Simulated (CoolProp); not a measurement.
Vapour-liquid equilibrium of hexamethyldisiloxane (MM) (1) + toluene (2) at 145.45 °C; x and y are mole fractions of (1).

The numbers come from the multi-fluid Helmholtz-energy mixture model, Thol 2016 and Lemmon 2006; pair parameters Bell 2016 in CoolProp.

| x | bubble pressure (kPa) | y at the bubble point | dew pressure at overall composition x (kPa) | liquid density (mol/L) |
|---|---|---|---|---|
| 0.05 | 254.1 | 0.071 | 252.3 | 7.693 |
| 0.125 | 262.9 | 0.169 | 259.0 | 7.197 |
| 0.2 | 271.1 | 0.258 | 265.7 | 6.748 |
| 0.275 | 278.7 | 0.341 | 272.6 | 6.340 |
| 0.35 | 285.6 | 0.417 | 279.5 | 5.969 |
| 0.425 | 291.9 | 0.489 | 286.3 | 5.630 |
| 0.5 | 297.5 | 0.557 | 292.8 | 5.320 |
| 0.575 | 302.4 | 0.623 | 298.9 | 5.035 |
| 0.65 | 306.7 | 0.687 | 304.3 | 4.773 |
| 0.725 | 310.3 | 0.751 | 308.9 | 4.532 |
| 0.8 | 313.2 | 0.816 | 312.6 | 4.309 |
| 0.875 | 315.4 | 0.882 | 315.2 | 4.103 |
| 0.95 | 316.7 | 0.952 | 316.7 | 3.913 |

No azeotrope shows between x = 0.05 and 0.95.

The pair parameters rest on a limited set of measurements; away from them the model extrapolates.
